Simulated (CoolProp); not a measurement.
Model: reference Helmholtz-energy equation of state, Platzer 1990, in CoolProp. This equation is an older, rougher fit; its heat capacities, sound speeds and derivatives of the liquid may be far off and weren't checked against measurements.

Task: Give the vapour pressure (bar), liquid density (kg/m³), liquid viscosity (µPa s), liquid conductivity (mW/(m K)) of saturated c-C4F8 (RC318) at 27.15, 33.85, 57.45 °C.

Result: 
| T (°C) | p (bar) | liquid density (kg/m³) | liquid viscosity (µPa s) | liquid conductivity (mW/(m K)) |
|---|---|---|---|---|
| 27.15 | 3.35 | 1490 | 351 | 64.7 |
| 33.85 | 4.11 | 1460 | 318 | 62.9 |
| 57.45 | 7.87 | 1350 | 226 | 56.3 |

Viscosity comes from a separate model (Huber 2003), an estimate that may be off by 10 % or more. Thermal conductivity comes from a separate model (Huber 2003), an estimate that may be off by 10 % or more.
